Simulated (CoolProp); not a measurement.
Vapour-liquid equilibrium of ethane (1) + hydrogen chloride (2) at 216.8 K; x and y are mole fractions of (1).

Computed with CoolProp (multi-fluid Helmholtz-energy mixture model, Bücker 2006 and Thol 2018; pair parameters Bell 2016).

```csv
x,"bubble pressure, mixture model (MPa)","bubble pressure, Raoult's law (MPa)","y, mixture model","y, Raoult's law"
0.05,0.4669,0.4089,0.158,0.053
0.2,0.5555,0.4133,0.359,0.211
0.35,0.5845,0.4176,0.441,0.366
0.5,0.5920,0.4219,0.501,0.517
0.65,0.5840,0.4263,0.569,0.665
0.8,0.5521,0.4306,0.675,0.811
0.95,0.4765,0.4349,0.881,0.953
```

The largest gap from Raoult's law is +40.3 % in bubble pressure, at x = 0.5. y crosses x between x = 0.5 and 0.65: the model has an azeotrope there.

Pair parameters are fitted to limited data, so mixtures are less certain than the pure fluids.
